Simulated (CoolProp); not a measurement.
Vapour-liquid equilibrium of R152A (1) + R227EA (2) at 318.9 K; x and y are mole fractions of (1).

Computed with CoolProp (multi-fluid Helmholtz-energy mixture model, Outcalt 1996 and Lemmon 2016; pair parameters Bell 2016).

| x | bubble pressure, mixture model (kPa) | bubble pressure, Raoult's law (kPa) | y, mixture model | y, Raoult's law |
|---|---|---|---|---|
| 0.05 | 826.1 | 832.1 | 0.056 | 0.064 |
| 0.15 | 843.2 | 855.8 | 0.172 | 0.185 |
| 0.25 | 866.0 | 879.4 | 0.289 | 0.300 |
| 0.35 | 892.7 | 903.1 | 0.402 | 0.410 |
| 0.45 | 921.5 | 926.8 | 0.508 | 0.513 |
| 0.55 | 950.7 | 950.5 | 0.607 | 0.612 |
| 0.65 | 978.9 | 974.2 | 0.700 | 0.705 |
| 0.75 | 1005 | 997.9 | 0.787 | 0.795 |
| 0.85 | 1029 | 1022 | 0.872 | 0.880 |
| 0.95 | 1049 | 1045 | 0.956 | 0.961 |

The largest gap from Raoult's law is -1.5 % in bubble pressure, at x = 0.25. No azeotrope shows between x = 0.05 and 0.95.

Pair parameters are fitted to limited data, so mixtures are less certain than the pure fluids. The gap from Raoult's law changes sign with composition, which may be real or a fault of the pair parameters; it wasn't checked against measurements.
